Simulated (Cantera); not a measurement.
Input: 1 mol Fe₂O₃, 0.3 mol CH₄, 6 mol N₂, held at 2375 K and 0.300 bar.

Cantera equilibrium calculation (NASA polynomials, part measured and part estimated; ideal gas, pure solids and liquids). Candidate condensed phases: C, C₆H₆, C₇H₈, C₈H₁₈, Fe, Fe(CO)₅, FeO, Fe(OH)₂, Fe(OH)₃, Fe₂O₃, Fe₃O₄, H₂O; 140 gas species. The tables' stoichiometric FeO is somewhat more stable than real wüstite, so its field is too wide. FeO: taken at fixed stoichiometry. The numbers say what is thermodynamically allowed, not how fast it happens.

Base state: N₂ 0.860, H₂O 0.0722, CO₂ 0.0229, CO 0.0201, H₂ 0.0109, OH 0.00318, Fe 0.00298, H 0.00268 (mole fractions); condensed: FeO(l).

What changes in the equilibrium state with this change: pressure from 0.300 bar to 1 atm?


```
species        before     after
-----------  --------  --------
N₂              0.860     0.866
H₂O            0.0722    0.0743
CO₂            0.0229    0.0236
Fe            0.00298  0.000835
H₂             0.0109    0.0106
CO             0.0201    0.0197
FeO          0.000838  0.000248
O            0.000528  0.000165
FeO(l), mol      1.97      1.99
```
